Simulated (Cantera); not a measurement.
Feed: 1 mol MgO, 4.1 mol HCl, 32 mol N2, equilibrated at 57.0 Pa.

Cantera equilibrium calculation (NASA polynomials, part measured and part estimated; ideal gas, pure solids and liquids). Candidate condensed phases: H2O, Mg, MgCl2, MgO, Mg(OH)2, NH4Cl; 38 gas species. Kinetics and transport are ignored.

x: gas mole fraction; n: condensed amount in mol.

| T (°C) | x N2 | x HCl | x MgCl2 | x H2O | x Cl | x H2 | n MgO(s) |
|---|---|---|---|---|---|---|---|
| 952 | 0.886 | 0.109 | 0.00230 | 0.00230 | 0.000144 | 7.22e-5 | 0.917 |
| 1002 | 0.886 | 0.107 | 0.00298 | 0.00298 | 0.000251 | 0.000126 | 0.892 |
| 1052 | 0.886 | 0.106 | (withheld) | (withheld) | (withheld) | (withheld) | 0.864 |
| 1102 | 0.886 | 0.104 | 0.00467 | 0.00467 | 0.000672 | 0.000336 | 0.831 |
| 1152 | 0.886 | 0.101 | 0.00566 | 0.00565 | 0.00104 | 0.000518 | 0.796 |
| 1202 | 0.886 | 0.0985 | 0.00672 | 0.00672 | 0.00156 | 0.000775 | 0.757 |
| 1252 | 0.885 | 0.0955 | (withheld) | (withheld) | (withheld) | (withheld) | 0.716 |
| 1302 | 0.885 | 0.0921 | 0.00901 | 0.00900 | 0.00321 | 0.00158 | 0.674 |
| 1352 | 0.884 | 0.0885 | 0.0102 | 0.0102 | 0.00443 | 0.00216 | 0.631 |
| 1402 | 0.884 | 0.0846 | 0.0113 | 0.0113 | 0.00598 | 0.00288 | 0.588 |
| 1452 | 0.883 | 0.0803 | 0.0124 | 0.0124 | 0.00792 | 0.00373 | 0.546 |

**Question.** Some entries are withheld; supply them.

**Answer.** 
- 1252, x MgCl2: 0.00785
- 1252, x H2O: 0.00784
- 1252, x Cl: 0.00226
- 1252, x H2: 0.00112
- 1052, x MgCl2: 0.00377
- 1052, x H2O: 0.00377
- 1052, x Cl: 0.000419
- 1052, x H2: 0.000210
